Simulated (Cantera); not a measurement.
Input: 1 mol Ta₂O₅, 14 mol CO, 0.92 mol CH₄, at 2300 K and 7.50 Torr.

Cantera equilibrium calculation (NASA polynomials, part measured and part estimated; ideal gas, pure solids and liquids). Candidate condensed phases: C, C₆H₆, C₇H₈, C₈H₁₈, H₂O, Ta, TaC, Ta₂O₅; 113 gas species. Mutual solubility and eutectic melting of coexisting phases are not modelled. Condensed phases not in the tables: Ta₂C, N, O or C dissolved in the metal. Rates play no part.

Base state: CO 0.869, H₂ 0.0921, H 0.0294, TaO₂ 0.00700, TaO 0.00155, CO₂ 0.000753, H₂O 0.000447, OH 2.30e-5 (mole fractions); condensed: Ta(s) + Ta₂O₅(l).

Task: What changes in the equilibrium state with this change: temperature from 2300 K to 2673 K?

Result: 
```csv
species,before,after
CO,0.869,0.748
H,0.0294,0.102
TaO₂,0.00700,0.0947
H₂,0.0921,0.0395
O₂,1.01e-8,3.68e-5
O,5.00e-6,0.00195
OH,2.30e-5,0.00118
CO₂,0.000753,0.00523
"Ta(s), mol",0.336,0
"Ta₂O₅(l), mol",0.758,0
```
